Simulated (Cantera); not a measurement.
Feed: 1 mol SiCl₄, 0.58 mol C₂H₂, 1.9 mol H₂, held at 2025 K and 0.133 bar.

These are equilibrium values from Cantera (NASA tables, ideal gas, pure condensed phases), not measurements of a reactor. The tables' values for SiCl₃, SiCl are old estimates; treat these amounts as uncertain. Rates play no part.

| species | before | after |
|---|---|---|
| HCl | 0.549 | 0.546 |
| H₂ | 0.279 | 0.269 |
| SiCl₂ | 0.151 | 0.155 |
| Cl | 0.00407 | 0.0150 |
| SiCl₃ | 0.0121 | 0.00344 |
| Si | 2.62e-5 | 0.000350 |
| Si₂C | 7.98e-7 | 1.06e-5 |
| SiC₂ | 1.22e-6 | 1.62e-5 |
| SiHCl₃ | 0.000222 | 1.70e-5 |
| SiCl₄ | 0.00107 | 8.44e-5 |
| SiCl | 0.000263 | 0.000972 |
| C(graphite), mol | 0.892 | 0.882 |
| SiC(s), mol | 0.266 | 0.276 |
Gas species are given as mole fractions.

**Question.** Name the change that produced these shifts.
(A) temperature from 2025 K to 2273.15 K
(B) temperature from 2025 K to 2450 K
(C) pressure from 0.133 bar to 0.0100 bar
(D) SiCl₄ replaced by (CH₃)₂SiCl₂

**Answer.** C, pressure from 0.133 bar to 0.0100 bar
